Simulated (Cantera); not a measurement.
Cantera run:

```python
import numpy as np
import cantera as ct

gas_names = """
    C CH CH2 CH3 CH2OH CH3O CH4 CH3OH CO CO2 COOH C2 C2H CHCO,ketyl C2H2,acetylene C2H2,vinylidene
    CH2CO,ketene C2H3,vinyl CH3CO,acetyl C2H4 C2H4O,ethylen CH3CHO,ethanal CH3COOH (HCOOH)2 C2H5 C2H6
    CH3OCH3 C2H5OH C2O C3 C3H3,propargyl C3H4,allene C3H4,propyne C3H4,cyclo- C3H5,allyl C3H6,propylene
    C3H6,cyclo- C3H6O C3H7,n-propyl C3H7,i-propyl C3H8 C3H8O,1propanol C3H8O,2propanol C3O2 C4 C4H2
    C4H4,1,3-cyclo- C4H6,butadiene C4H6,2-butyne C4H6,cyclo- C4H8,1-butene C4H8,cis2-buten
    C4H8,tr2-butene C4H8,isobutene C4H8,cyclo- (CH3COOH)2 C4H9,n-butyl C4H9,i-butyl C4H9,s-butyl
    C4H9,t-butyl C4H10,isobutane C4H10,n-butane C5 C5H6,1,3cyclo- C5H8,cyclo- C5H10,1-pentene
    C5H10,cyclo- C5H11,pentyl C5H11,t-pentyl C5H12,n-pentane C5H12,i-pentane CH3C(CH3)2CH3 C6H2
    C6H5,phenyl C6H5O,phenoxy C6H6 C6H5OH,phenol C6H10,cyclo- C6H12,1-hexene C6H12,cyclo- C6H13,n-hexyl
    C7H7,benzyl C7H8 C7H8O,cresol C7H14,1-heptene C7H15,n-heptyl C7H16,n-heptane C8H8,styrene
    C8H10,ethylbenz C8H16,1-octene C8H17,n-octyl C8H18,isooctane C8H18,n-octane C9H19,n-nonyl
    C10H8,naphthale C10H21,n-decyl C12H9,o-bipheny C12H10,bipheny H HCO HO2 H2 HCHO,formaldehy HCOOH H2O
    H2O2 Mg MgH MgO MgOH MgO2H2 Mg2 O OH O2 O3
""".split()
cond_names = """
    C(gr) C6H6(L) C7H8(L) C8H18(L),n-octa H2O(s) H2O(L) Mg(cr) Mg(L) MgCO3(s) MgO(s) MgO(L) MgO2H2(s)
""".split()


def load(file, names, dense=False):
    # The tables refer to 1 bar. Condensed volumes are neglected.
    table = {s.name: s for s in ct.Species.list_from_file(file)}
    out = []
    for n in names:
        d = dict(table[n].input_data)
        d["thermo"] = dict(d["thermo"], **{"reference-pressure": 1e5})
        if dense:
            d["equation-of-state"] = {"model": "constant-volume", "density": "1e6 g/cm^3"}
        out.append(ct.Species.from_dict(d))
    return out


gas = ct.Solution(thermo="ideal-gas", species=load("nasa_gas.yaml", gas_names))
cond = {s.name: ct.Solution(thermo="fixed-stoichiometry", species=[s], name=s.name)
        for s in load("nasa_condensed.yaml", cond_names, dense=True)}
atoms = {
    'Mg(OH)2': {'Mg': 1, 'O': 2, 'H': 2},
    'CO2': {'C': 1, 'O': 2},
    'O2': {'O': 2},
}
top_T = {'C(gr)': 4500}  # K; cautious upper limits of use, not melting points


def equilibrate(T, P, feed):
    n = {}
    for name, mol in feed.items():
        for a, k in atoms[name].items():
            n[a] = n.get(a, 0.0) + k * mol
    gas.TPX = T, P, n
    mass = sum(n.values()) * gas.mean_molecular_weight
    gas.equilibrate("TP")
    valid = [c for c in cond.values() if c.min_temp <= T <= top_T.get(c.name, c.max_temp)]
    mix = ct.Mixture([(gas, mass / gas.mean_molecular_weight)] + [(c, 0.0) for c in valid])
    mix.T, mix.P = T, P
    mix.equilibrate("TP", solver="vcs", rtol=1e-11, max_steps=5000)
    return mix


results = []
feed = {'Mg(OH)2': 1, 'CO2': 0.06, 'O2': 3.7}  # mol
P = 10000  # Pa
for T in [650, 800, 950, 1100, 1250, 1400, 1550, 1700, 1850, 2000, 2150]:
    mix = equilibrate(T, P, feed)
    results.append((T, P, feed, dict(zip(mix.species_names, mix.species_moles))))
    x = sorted(zip(gas.X, gas.species_names), reverse=True)
    print(f"T = {T:g} K  P = {P:g} Pa  gas = {mix.phase_moles(0):.4g} mol")
    print("   x: " + "  ".join(f"{s} {v:.3e}" for v, s in x if v > 0.001))
    print("   condensed (mol): " + ("  ".join(f"{mix.phase(i).name} {mix.phase_moles(i):.4g}"
          for i in range(1, mix.n_phases) if mix.phase_moles(i) > 1e-12) or "none"))
```

Result:

```
T = 650 K  P = 10000 Pa  gas = 4.76 mol
   x: O2 7.773e-01  H2O 2.101e-01  CO2 1.261e-02
   condensed (mol): MgO(s) 1
T = 800 K  P = 10000 Pa  gas = 4.76 mol
   x: O2 7.773e-01  H2O 2.101e-01  CO2 1.261e-02
   condensed (mol): MgO(s) 1
T = 950 K  P = 10000 Pa  gas = 4.76 mol
   x: O2 7.773e-01  H2O 2.101e-01  CO2 1.261e-02
   condensed (mol): MgO(s) 1
T = 1100 K  P = 10000 Pa  gas = 4.76 mol
   x: O2 7.773e-01  H2O 2.101e-01  CO2 1.261e-02
   condensed (mol): MgO(s) 1
T = 1250 K  P = 10000 Pa  gas = 4.76 mol
   x: O2 7.773e-01  H2O 2.101e-01  CO2 1.260e-02
   condensed (mol): MgO(s) 1
T = 1400 K  P = 10000 Pa  gas = 4.76 mol
   x: O2 7.773e-01  H2O 2.100e-01  CO2 1.260e-02
   condensed (mol): MgO(s) 1
T = 1550 K  P = 10000 Pa  gas = 4.761 mol
   x: O2 7.771e-01  H2O 2.098e-01  CO2 1.260e-02
   condensed (mol): MgO(s) 1
T = 1700 K  P = 10000 Pa  gas = 4.762 mol
   x: O2 7.766e-01  H2O 2.093e-01  CO2 1.260e-02  OH 1.297e-03
   condensed (mol): MgO(s) 1
T = 1850 K  P = 10000 Pa  gas = 4.765 mol
   x: O2 7.754e-01  H2O 2.081e-01  CO2 1.258e-02  OH 3.291e-03
   condensed (mol): MgO(s) 1
T = 2000 K  P = 10000 Pa  gas = 4.774 mol
   x: O2 7.724e-01  H2O 2.056e-01  CO2 1.251e-02  OH 7.228e-03  O 1.860e-03
   condensed (mol): MgO(s) 1
T = 2150 K  P = 10000 Pa  gas = 4.793 mol
   x: O2 7.662e-01  H2O 2.008e-01  OH 1.411e-02  CO2 1.233e-02  O 5.409e-03
   condensed (mol): MgO(s) 0.9998
```

Method: chemical equilibrium by Gibbs-energy minimisation in Cantera with the NASA 1993 tables (ideal gas, pure condensed phases).
